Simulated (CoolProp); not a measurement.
Properties of water along the isotherm 1000 K (Tc = 647.1 K, pc = 22.06 MPa, ω = 0.344).

Values from CoolProp's reference Helmholtz-energy equation of state, Wagner 2002.

```json
[
 {"p (MPa)": "3.01", "phase": "gas", "density (kg/m³)": "6.573", "cp (kJ/(kg K))": "2.334", "cv (kJ/(kg K))": "1.846", "speed of sound (m/s)": "758.0", "expansivity (1/kK)": "1.036"},
 {"p (MPa)": "6.02", "phase": "gas", "density (kg/m³)": "13.25", "cp (kJ/(kg K))": "2.378", "cv (kJ/(kg K))": "1.862", "speed of sound (m/s)": "755.8", "expansivity (1/kK)": "1.074"},
 {"p (MPa)": "9.03", "phase": "gas", "density (kg/m³)": "20.03", "cp (kJ/(kg K))": "2.425", "cv (kJ/(kg K))": "1.879", "speed of sound (m/s)": "753.7", "expansivity (1/kK)": "1.113"},
 {"p (MPa)": "12", "phase": "gas", "density (kg/m³)": "26.83", "cp (kJ/(kg K))": "2.472", "cv (kJ/(kg K))": "1.896", "speed of sound (m/s)": "751.7", "expansivity (1/kK)": "1.153"},
 {"p (MPa)": "15", "phase": "gas", "density (kg/m³)": "33.81", "cp (kJ/(kg K))": "2.521", "cv (kJ/(kg K))": "1.912", "speed of sound (m/s)": "749.7", "expansivity (1/kK)": "1.194"},
 {"p (MPa)": "18.1", "phase": "gas", "density (kg/m³)": "41.14", "cp (kJ/(kg K))": "2.573", "cv (kJ/(kg K))": "1.930", "speed of sound (m/s)": "747.8", "expansivity (1/kK)": "1.238"},
 {"p (MPa)": "21.1", "phase": "gas", "density (kg/m³)": "48.35", "cp (kJ/(kg K))": "2.625", "cv (kJ/(kg K))": "1.947", "speed of sound (m/s)": "746.1", "expansivity (1/kK)": "1.282"},
 {"p (MPa)": "24.1", "phase": "supercritical", "density (kg/m³)": "55.68", "cp (kJ/(kg K))": "2.678", "cv (kJ/(kg K))": "1.963", "speed of sound (m/s)": "744.5", "expansivity (1/kK)": "1.326"},
 {"p (MPa)": "27.1", "phase": "supercritical", "density (kg/m³)": "63.12", "cp (kJ/(kg K))": "2.733", "cv (kJ/(kg K))": "1.980", "speed of sound (m/s)": "743.1", "expansivity (1/kK)": "1.372"},
 {"p (MPa)": "30.1", "phase": "supercritical", "density (kg/m³)": "70.67", "cp (kJ/(kg K))": "2.789", "cv (kJ/(kg K))": "1.997", "speed of sound (m/s)": "741.9", "expansivity (1/kK)": "1.417"},
 {"p (MPa)": "33.1", "phase": "supercritical", "density (kg/m³)": "78.34", "cp (kJ/(kg K))": "2.846", "cv (kJ/(kg K))": "2.013", "speed of sound (m/s)": "740.9", "expansivity (1/kK)": "1.464"}
]
```
